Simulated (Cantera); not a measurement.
Cantera run:

```python
import numpy as np
import cantera as ct

gas_names = """
    CL CL2 H HCL H2 N NH NH2 NH3 N2 N2H2 N2H4 Si SiCL SiCL2 SiCL3 SiCL4 SiH SiHCL3 SiH2 SiH2CL2 SiH3
    SiH3CL SiH4 SiN Si2 Si2N Si3
""".split()
cond_names = """
    NH4CL(a) NH4CL(b) Si(cr) Si(L) Si3N4(a)
""".split()


def load(file, names, dense=False):
    # The tables refer to 1 bar. Condensed volumes are neglected.
    table = {s.name: s for s in ct.Species.list_from_file(file)}
    out = []
    for n in names:
        d = dict(table[n].input_data)
        d["thermo"] = dict(d["thermo"], **{"reference-pressure": 1e5})
        if dense:
            d["equation-of-state"] = {"model": "constant-volume", "density": "1e6 g/cm^3"}
        out.append(ct.Species.from_dict(d))
    return out


gas = ct.Solution(thermo="ideal-gas", species=load("nasa_gas.yaml", gas_names))
cond = {s.name: ct.Solution(thermo="fixed-stoichiometry", species=[s], name=s.name)
        for s in load("nasa_condensed.yaml", cond_names, dense=True)}
atoms = {
    'SiH2Cl2': {'Si': 1, 'H': 2, 'CL': 2},
    'NH3': {'N': 1, 'H': 3},
    'N2': {'N': 2},
}
top_T = {'Si3N4(a)': 2400}  # K; cautious upper limits of use, not melting points


def equilibrate(T, P, feed):
    n = {}
    for name, mol in feed.items():
        for a, k in atoms[name].items():
            n[a] = n.get(a, 0.0) + k * mol
    gas.TPX = T, P, n
    mass = sum(n.values()) * gas.mean_molecular_weight
    gas.equilibrate("TP")
    valid = [c for c in cond.values() if c.min_temp <= T <= top_T.get(c.name, c.max_temp)]
    mix = ct.Mixture([(gas, mass / gas.mean_molecular_weight)] + [(c, 0.0) for c in valid])
    mix.T, mix.P = T, P
    mix.equilibrate("TP", solver="gibbs", rtol=1e-10, max_steps=50000)
    return mix


results = []
feed = {'SiH2Cl2': 1, 'NH3': 24, 'N2': 28}  # mol
P = 270  # Pa
for T in [948, 1023, 1098, 1173, 1248, 1323, 1398, 1473, 1548, 1623, 1698, 1773, 1848, 1923]:
    mix = equilibrate(T, P, feed)
    results.append((T, P, feed, dict(zip(mix.species_names, mix.species_moles))))
    x = sorted(zip(gas.X, gas.species_names), reverse=True)
    print(f"T = {T:g} K  P = {P:g} Pa  gas = {mix.phase_moles(0):.4g} mol")
    print("   x: " + "  ".join(f"{s} {v:.3e}" for v, s in x if v > 1e-05))
    print("   condensed (mol): " + ("  ".join(f"{mix.phase(i).name} {mix.phase_moles(i):.4g}"
          for i in range(1, mix.n_phases) if mix.phase_moles(i) > 1e-12) or "none"))
```

Result:

```
T = 948 K  P = 270 Pa  gas = 77.33 mol
   x: N2 5.086e-01  H2 4.655e-01  HCL 2.586e-02
   condensed (mol): Si3N4(a) 0.3333
T = 1023 K  P = 270 Pa  gas = 77.33 mol
   x: N2 5.086e-01  H2 4.655e-01  HCL 2.586e-02
   condensed (mol): Si3N4(a) 0.3333
T = 1098 K  P = 270 Pa  gas = 77.33 mol
   x: N2 5.086e-01  H2 4.655e-01  HCL 2.586e-02
   condensed (mol): Si3N4(a) 0.3333
T = 1173 K  P = 270 Pa  gas = 77.33 mol
   x: N2 5.086e-01  H2 4.655e-01  HCL 2.586e-02
   condensed (mol): Si3N4(a) 0.3333
T = 1248 K  P = 270 Pa  gas = 77.33 mol
   x: N2 5.086e-01  H2 4.655e-01  HCL 2.585e-02
   condensed (mol): Si3N4(a) 0.3331
T = 1323 K  P = 270 Pa  gas = 77.34 mol
   x: N2 5.086e-01  H2 4.655e-01  HCL 2.580e-02  SiCL2 2.956e-05  H 2.082e-05
   condensed (mol): Si3N4(a) 0.3326
T = 1398 K  P = 270 Pa  gas = 77.34 mol
   x: N2 5.086e-01  H2 4.655e-01  HCL 2.564e-02  SiCL2 1.047e-04  H 6.213e-05
   condensed (mol): Si3N4(a) 0.3306
T = 1473 K  P = 270 Pa  gas = 77.36 mol
   x: N2 5.087e-01  H2 4.656e-01  HCL 2.521e-02  SiCL2 3.170e-04  H 1.661e-04
   condensed (mol): Si3N4(a) 0.3251
T = 1548 K  P = 270 Pa  gas = 77.39 mol
   x: N2 5.088e-01  H2 4.658e-01  HCL 2.418e-02  SiCL2 8.149e-04  H 4.044e-04  CL 1.677e-05
   condensed (mol): Si3N4(a) 0.3121
T = 1623 K  P = 270 Pa  gas = 77.47 mol
   x: N2 5.090e-01  H2 4.660e-01  HCL 2.227e-02  SiCL2 1.747e-03  H 9.081e-04  CL 3.417e-05  Si 2.720e-05  SiCL 1.277e-05
   condensed (mol): Si3N4(a) 0.287
T = 1698 K  P = 270 Pa  gas = 78.1 mol
   x: N2 5.122e-01  H2 4.630e-01  HCL 1.955e-02  SiCL2 2.965e-03  H 1.894e-03  Si 2.432e-04  CL 6.217e-05  SiCL 5.966e-05  SiH 1.339e-05
   condensed (mol): Si(L) 0.7407
T = 1773 K  P = 270 Pa  gas = 78.22 mol
   x: N2 5.114e-01  H2 4.612e-01  HCL 1.984e-02  H 3.718e-03  SiCL2 2.741e-03  Si 7.890e-04  CL 1.229e-04  SiCL 1.220e-04  SiH 3.437e-05  Si2N 2.333e-05  SiN 1.408e-05  SiH2 1.138e-05
   condensed (mol): Si(L) 0.7049
T = 1848 K  P = 270 Pa  gas = 78.48 mol
   x: N2 5.096e-01  H2 4.580e-01  HCL 1.997e-02  H 6.905e-03  SiCL2 2.522e-03  Si 2.323e-03  SiCL 2.337e-04  CL 2.289e-04  SiH 8.145e-05  Si2N 5.076e-05  SiN 3.324e-05  SiH2 1.905e-05  Si2 1.616e-05
   condensed (mol): Si(L) 0.5794
T = 1923 K  P = 270 Pa  gas = 79.03 mol
   x: N2 5.060e-01  H2 4.520e-01  HCL 1.988e-02  H 1.219e-02  Si 6.283e-03  SiCL2 2.298e-03  SiCL 4.220e-04  CL 4.033e-04  SiH 1.796e-04  Si2N 1.035e-04  SiN 7.320e-05  Si2 5.367e-05  SiH2 3.042e-05  Si3 1.196e-05
   condensed (mol): Si(L) 0.2383
```

These are equilibrium values from Cantera (NASA tables, ideal gas, pure condensed phases), not measurements of a reactor. The tables' values for SiCl, SiN are old estimates; treat these amounts as uncertain. Gases not in the tables: Si2H6 and higher silanes.
